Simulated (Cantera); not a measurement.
What does this Cantera script print?

```python
import numpy as np
import cantera as ct

gas = ct.Solution("gri30.yaml", transport_model="mixture-averaged")
show = ['CO2', 'NH3', 'CH4']

rows = []
print(f"{'T/K':>7s}{'rho':>11s}{'cp':>10s}{'mu':>11s}{'lambda':>11s}{'Pr':>7s}" + "".join(f"{'D_' + s:>11s}" for s in show))
for T in [400, 550, 700, 850, 1000, 1150]:
    gas.TPX = T, 96, {'NH3': 0.15, 'CO': 0.43, 'C2H6': 0.66}
    Pr = gas.cp_mass * gas.viscosity / gas.thermal_conductivity
    D = [gas.mix_diff_coeffs_mole[gas.species_index(s)] for s in show]
    rows.append([gas.density, gas.cp_mass, gas.viscosity, gas.thermal_conductivity, Pr, *D])
    print(f"{T:7g}{gas.density:11.4e}{gas.cp_mass:10.1f}{gas.viscosity:11.4e}"
          f"{gas.thermal_conductivity:11.4e}{Pr:7.3f}" + "".join(f"{d:11.4e}" for d in D))
print("SI units: kg/m3, J/kg/K, Pa s, W/m/K, m2/s")
```

Result:

```
    T/K        rho        cp         mu     lambda     Pr      D_CO2      D_NH3      D_CH4
    400 8.0183e-04    1783.3 1.5149e-05 3.5128e-02  0.769 2.2909e-02 3.1030e-02 3.2715e-02
    550 5.8315e-04    2170.2 1.9704e-05 5.3581e-02  0.798 4.1130e-02 5.6873e-02 5.7807e-02
    700 4.5819e-04    2505.6 2.3760e-05 7.2559e-02  0.820 6.3277e-02 8.8719e-02 8.8065e-02
    850 3.7733e-04    2773.1 2.7452e-05 9.1338e-02  0.833 8.8940e-02 1.2589e-01 1.2299e-01
   1000 3.2073e-04    3010.9 3.0867e-05 1.0964e-01  0.848 1.1783e-01 1.6791e-01 1.6222e-01
   1150 2.7890e-04    3199.4 3.4063e-05 1.2735e-01  0.856 1.4973e-01 2.1442e-01 2.0549e-01
SI units: kg/m3, J/kg/K, Pa s, W/m/K, m2/s
```

Detailed kinetics in Cantera: GRI-Mech 3.0 (53 species, 325 reactions). Polar gases are described roughly by these parameters. The composition is frozen, though it would react at the higher temperatures.
